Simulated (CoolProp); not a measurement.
CH2F2 (R32) along the isobar 1480 kPa: density (kg/m³) from the reference equation and from simpler models built on Tc = 78.1 °C, pc = 5783 kPa, ω = 0.277; each cubic takes its own stable root.

The numbers come from the reference Helmholtz-energy equation of state, Tillner-Roth 1997 in CoolProp.

```json
[
 {"T (°C)": "-97.35", "phase": "liquid", "reference": "1334", "Redlich-Kwong": "(withheld)", "Peng-Robinson": "1155"},
 {"T (°C)": "-85.65", "phase": "liquid", "reference": "1305", "Redlich-Kwong": "983.1", "Peng-Robinson": "1136"},
 {"T (°C)": "-73.85", "phase": "liquid", "reference": "1274", "Redlich-Kwong": "960.6", "Peng-Robinson": "1115"},
 {"T (°C)": "-62.05", "phase": "liquid", "reference": "1243", "Redlich-Kwong": "936.7", "Peng-Robinson": "1092"},
 {"T (°C)": "-50.35", "phase": "liquid", "reference": "1212", "Redlich-Kwong": "911.4", "Peng-Robinson": "1067"},
 {"T (°C)": "-38.55", "phase": "liquid", "reference": "(withheld)", "Redlich-Kwong": "884.0", "Peng-Robinson": "1040"},
 {"T (°C)": "-26.75", "phase": "liquid", "reference": "1144", "Redlich-Kwong": "854.6", "Peng-Robinson": "1010"},
 {"T (°C)": "-15.05", "phase": "liquid", "reference": "1108", "Redlich-Kwong": "(withheld)", "Peng-Robinson": "976.6"},
 {"T (°C)": "-3.25", "phase": "liquid", "reference": "1069", "Redlich-Kwong": "787.6", "Peng-Robinson": "939.3"}
]
```

Some entries are withheld; supply them.


- -97.35, Redlich-Kwong: 1004
- -38.55, reference: 1179
- -15.05, Redlich-Kwong: 822.8
